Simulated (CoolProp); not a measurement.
Vapour-liquid equilibrium of dimethyl ether (1) + 1-butene (2) at -21.65 °C; x and y are mole fractions of (1).

Model: multi-fluid Helmholtz-energy mixture model, Wu 2011 and Lemmon 2005; pair parameters Bell 2016, in CoolProp.

```json
[
 {"x": "0.05", "bubble pressure (bar)": "0.5842", "y at the bubble point": "0.128", "dew pressure at overall composition x (bar)": "0.5527", "liquid density (mol/L)": "11.62"},
 {"x": "0.125", "bubble pressure (bar)": "0.6540", "y at the bubble point": "0.278", "dew pressure at overall composition x (bar)": "0.5827", "liquid density (mol/L)": "11.87"},
 {"x": "0.2", "bubble pressure (bar)": "0.7180", "y at the bubble point": "0.393", "dew pressure at overall composition x (bar)": "0.6159", "liquid density (mol/L)": "12.13"},
 {"x": "0.275", "bubble pressure (bar)": "0.7766", "y at the bubble point": "0.485", "dew pressure at overall composition x (bar)": "0.6525", "liquid density (mol/L)": "12.40"},
 {"x": "0.35", "bubble pressure (bar)": "0.8303", "y at the bubble point": "0.561", "dew pressure at overall composition x (bar)": "0.6930", "liquid density (mol/L)": "12.69"},
 {"x": "0.425", "bubble pressure (bar)": "0.8796", "y at the bubble point": "0.625", "dew pressure at overall composition x (bar)": "0.7378", "liquid density (mol/L)": "12.98"},
 {"x": "0.5", "bubble pressure (bar)": "0.9250", "y at the bubble point": "0.682", "dew pressure at overall composition x (bar)": "0.7871", "liquid density (mol/L)": "13.30"},
 {"x": "0.575", "bubble pressure (bar)": "0.9670", "y at the bubble point": "0.734", "dew pressure at overall composition x (bar)": "0.8410", "liquid density (mol/L)": "13.63"},
 {"x": "0.65", "bubble pressure (bar)": "1.006", "y at the bubble point": "0.782", "dew pressure at overall composition x (bar)": "0.8991", "liquid density (mol/L)": "13.97"},
 {"x": "0.725", "bubble pressure (bar)": "1.043", "y at the bubble point": "0.828", "dew pressure at overall composition x (bar)": "0.9598", "liquid density (mol/L)": "14.34"},
 {"x": "0.8", "bubble pressure (bar)": "1.077", "y at the bubble point": "0.873", "dew pressure at overall composition x (bar)": "1.021", "liquid density (mol/L)": "14.72"},
 {"x": "0.875", "bubble pressure (bar)": "1.109", "y at the bubble point": "0.919", "dew pressure at overall composition x (bar)": "1.079", "liquid density (mol/L)": "15.13"},
 {"x": "0.95", "bubble pressure (bar)": "1.140", "y at the bubble point": "0.966", "dew pressure at overall composition x (bar)": "1.130", "liquid density (mol/L)": "15.56"}
]
```

No azeotrope shows between x = 0.05 and 0.95.

Pair parameters are fitted to limited data, so mixtures are less certain than the pure fluids.
